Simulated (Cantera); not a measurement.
A perfectly stirred reactor is fed with 87.0 % NO, 13.0 % N2, at 1.88 atm; it is held at 1775 K, and followed from long to short residence time.

Model: GRI-Mech 3.0 (53 species, 325 reactions), integrated in Cantera.

One state of this run: x NO = 0.792; x O2 = 0.0379; x NO2 = 0.00133; x N2 = 0.169; x N2O = 0.000265. x: mole fraction; the columns are a selection and need not sum to one.

### Question
Which value of τ (s) does it belong to?
A) 0.027
B) 0.0079
C) 0.58
D) 0.17

### Answer
D, 0.17
